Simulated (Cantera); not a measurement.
Charge: 1 mol SiH2Cl2, 0.0034 mol Cl2, 82 mol N2, held at 1725 K and 18000 Pa.

These are equilibrium values from Cantera (NASA tables, ideal gas, pure condensed phases), not measurements of a reactor. Candidate condensed phases: NH4Cl, Si, Si3N4; 28 gas species. The tables' values for SiCl3 are old estimates; treat these amounts as uncertain. Rates play no part.

Base state: N2 0.976, HCl 0.0124, H2 0.00575, SiCl2 0.00533, SiCl3 0.000263, Cl 5.54e-5, H 3.32e-5, SiCl4 2.43e-5 (mole fractions); condensed: Si3N4(s).

Task: What changes in the equilibrium state with this change: SiH2Cl2 replaced by SiHCl3?

Result: 
```
species          before     after
-------------  --------  --------
N2                0.976     0.977
SiCl2           0.00533    0.0105
HCl              0.0124    0.0103
H2              0.00575  0.000816
SiCl4           2.43e-5  0.000232
SiCl3          0.000263   0.00114
H               3.32e-5   1.25e-5
Cl              5.54e-5  0.000122
Si3N4(s), mol     0.177         0
```
